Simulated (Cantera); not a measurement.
# Metals in furnace atmospheres: Pb + CO2 + CO

Feed: 1 mol Pb, 1.3 mol CO2, 4.8 mol CO, equilibrated at 1848.15 K and 3530 Torr.

These are equilibrium values from Cantera (NASA tables, ideal gas, pure condensed phases), not measurements of a reactor. Candidate condensed phases: C, Pb, PbO, PbO2, Pb3O4; 15 gas species. Gases not in the tables: (PbO)n polymers. Kinetics and transport are ignored.

| Property | Value |
|---|---|
| x(CO) | 0.725 |
| x(CO2) | 0.196 |
| x(Pb) | 0.0786 |
| x(PbO) | 0.000211 |
| x(Pb2) | 0.000194 |
| n(Pb(l)) | 0.475 mol |
| gas amount | 6.624 mol |
| log10 activity of C(graphite) (absent) | -3.15 |
